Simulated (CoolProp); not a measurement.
Vapour-liquid equilibrium of n-hexane (1) + cyclohexane (2) at 10.5 bar; x and y are mole fractions of (1).

Model: multi-fluid Helmholtz-energy mixture model, Thol 2019 and Zhou 2014; pair parameters Bell 2016, in CoolProp.

```tsv
x	bubble temperature, mixture model (K)	bubble temperature, Raoult's law (K)	y, mixture model	y, Raoult's law
0.05	456.8	457.0	0.064	0.066
0.2	453.5	454.1	0.243	0.252
0.35	450.7	451.3	___	0.420
0.5	448.1	448.7	0.554	0.574
0.65	445.7	446.2	0.695	0.715
0.8	___	443.9	0.829	0.844
0.95	441.5	441.6	___	0.963
```

### Question
Fill in the missing entries.

### Answer

- 0.35, y, mixture model: 0.405
- 0.8, bubble temperature, mixture model (K): 443.6
- 0.95, y, mixture model: 0.958

The largest gap from Raoult's law is -0.6 K in bubble temperature, at x = 0.35. No azeotrope shows between x = 0.05 and 0.95.

Pair parameters are fitted to limited data, so mixtures are less certain than the pure fluids.
